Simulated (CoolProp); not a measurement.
Saturated liquid density (kg/m³) of methanol: the reference equation beside estimates from Tc = 240.2 °C, pc = 82.16 bar, ω = 0.565. Rackett uses Z = 0.29056 − 0.08775 ω.

Values from CoolProp's reference Helmholtz-energy equation of state, de Reuck 1993.

```tsv
T (°C)	reference	Rackett	Redlich-Kwong	Peng-Robinson
-31.25	839.3	838.0	610.8	(withheld)
-24.45	832.8	830.9	606.1	713.8
-17.55	826.2	823.6	601.1	709.8
-10.75	819.8	816.3	596.2	705.8
-3.85	813.3	808.8	591.0	701.5
2.95	806.9	801.3	585.8	697.2
9.85	800.4	793.7	580.4	692.6
16.75	794.0	786.0	574.9	687.9
23.55	787.6	778.3	569.3	683.0
30.45	781.1	770.3	563.4	677.9
37.25	774.7	762.4	557.6	(withheld)
44.15	768.1	754.3	(withheld)	667.1
50.95	761.6	746.1	545.2	661.5
```

Task: Fill in the missing entries.

Result: 
- -31.25, Peng-Robinson: 717.5
- 37.25, Peng-Robinson: 672.7
- 44.15, Redlich-Kwong: 551.4

Absolute difference from the reference over all 13 rows, mean and median: Rackett 0.9 and 0.8 %, Redlich-Kwong 27.6 and 27.5 %, Peng-Robinson 13.6 and 13.5 %.
